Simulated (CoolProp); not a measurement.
Vapour-liquid equilibrium of ethylene (1) + carbon dioxide (2) at -39.35 °C; x and y are mole fractions of (1).

The numbers come from the multi-fluid Helmholtz-energy mixture model, Smukala 2000 and Span 1996; pair parameters Bell 2016 in CoolProp.

| x | bubble pressure, mixture model (bar) | bubble pressure, Raoult's law (bar) | y, mixture model | y, Raoult's law |
|---|---|---|---|---|
| 0.05 | 11.15 | 10.51 | 0.111 | 0.070 |
| 0.15 | 12.44 | 10.97 | 0.262 | 0.203 |
| 0.25 | 13.33 | 11.42 | 0.366 | 0.324 |
| 0.35 | 13.98 | 11.87 | 0.450 | 0.437 |
| 0.45 | 14.45 | 12.32 | 0.525 | 0.541 |
| 0.55 | 14.80 | 12.77 | 0.598 | 0.638 |
| 0.65 | 15.02 | 13.22 | 0.673 | 0.728 |
| 0.75 | 15.12 | 13.68 | 0.754 | 0.812 |
| 0.85 | 15.10 | 14.13 | 0.844 | 0.891 |
| 0.95 | 14.94 | 14.58 | 0.944 | 0.965 |

The largest gap from Raoult's law is +17.8 % in bubble pressure, at x = 0.35. y crosses x between x = 0.75 and 0.85: the model has an azeotrope there.

Pair parameters are fitted to limited data, so mixtures are less certain than the pure fluids.
